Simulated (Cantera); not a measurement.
# Premixed flame

A freely propagating, adiabatic, planar premixed flame of 25.8 % H₂, 15.2 % O₂, 59.1 % N₂, equivalence ratio 0.85, unburnt at 323 K and 3750 Torr; mixture-averaged transport, grid criteria slope 0.08 and curve 0.16, no radiation.

Model: the H2/O2 subset of GRI-Mech 3.0, which has no nitrogen chemistry, integrated in Cantera. The hydrogen kinetics of GRI-Mech 3.0 are dated; newer H2 mechanisms differ, most at raised pressure. Burning velocities carry a grid error of a few per cent, more on coarse grids.

```json
[
 {"z (mm)": "-0.169", "T (K)": "323", "u (m/s)": "1.34", "x H₂": "0.258", "x O₂": "0.152", "x H₂O": "2.17e-7", "x O": "<1e-8", "x OH": "<1e-8", "x H": "<1e-8"},
 {"z (mm)": "-0.112", "T (K)": "323", "u (m/s)": "1.34", "x H₂": "0.256", "x O₂": "0.152", "x H₂O": "5.22e-6", "x O": "<1e-8", "x OH": "<1e-8", "x H": "<1e-8"},
 {"z (mm)": "-0.0843", "T (K)": "325", "u (m/s)": "1.34", "x H₂": "0.253", "x O₂": "0.153", "x H₂O": "4.54e-5", "x O": "<1e-8", "x OH": "<1e-8", "x H": "<1e-8"},
 {"z (mm)": "-0.0562", "T (K)": "335", "u (m/s)": "1.36", "x H₂": "0.241", "x O₂": "0.155", "x H₂O": "0.000543", "x O": "6.72e-8", "x OH": "1.31e-8", "x H": "<1e-8"},
 {"z (mm)": "-0.0281", "T (K)": "500", "u (m/s)": "1.92", "x H₂": "0.186", "x O₂": "0.158", "x H₂O": "0.0178", "x O": "5.89e-6", "x OH": "1.84e-5", "x H": "3.29e-6"},
 {"z (mm)": "-0.0140", "T (K)": "885", "u (m/s)": "3.30", "x H₂": "0.134", "x O₂": "0.141", "x H₂O": "0.0693", "x O": "0.000214", "x OH": "0.000660", "x H": "0.000826"},
 {"z (mm)": "0", "T (K)": "1319", "u (m/s)": "4.85", "x H₂": "0.0811", "x O₂": "0.105", "x H₂O": "0.143", "x O": "0.00171", "x OH": "0.00227", "x H": "0.00519"},
 {"z (mm)": "0.0140", "T (K)": "1609", "u (m/s)": "5.90", "x H₂": "0.0430", "x O₂": "0.0702", "x H₂O": "0.203", "x O": "0.00373", "x OH": "0.00557", "x H": "0.00909"},
 {"z (mm)": "0.0281", "T (K)": "1776", "u (m/s)": "6.50", "x H₂": "0.0247", "x O₂": "0.0509", "x H₂O": "0.234", "x O": "0.00452", "x OH": "0.00864", "x H": "0.00920"},
 {"z (mm)": "0.0562", "T (K)": "1942", "u (m/s)": "7.08", "x H₂": "0.0139", "x O₂": "0.0390", "x H₂O": "0.255", "x O": "0.00386", "x OH": "0.0106", "x H": "0.00595"},
 {"z (mm)": "0.112", "T (K)": "2070", "u (m/s)": "7.51", "x H₂": "0.00819", "x O₂": "0.0344", "x H₂O": "0.268", "x O": "0.00218", "x OH": "0.00944", "x H": "0.00248"},
 {"z (mm)": "0.225", "T (K)": "2148", "u (m/s)": "7.76", "x H₂": "0.00401", "x O₂": "0.0323", "x H₂O": "0.277", "x O": "0.000984", "x OH": "0.00697", "x H": "0.000765"},
 {"z (mm)": "0.449", "T (K)": "2184", "u (m/s)": "7.88", "x H₂": "0.00175", "x O₂": "0.0317", "x H₂O": "0.282", "x O": "0.000429", "x OH": "0.00482", "x H": "0.000217"}
]
```
x: mole fraction of selected species; z is measured from the peak of heat release.

The laminar burning velocity comes out as 134 cm/s. The thermal thickness comes out as 0.0562 mm and the peak x(O) comes out as 0.00454. The peak x(OH) is 0.0106 and the peak x(H) is 0.00954. The grid points is 113.
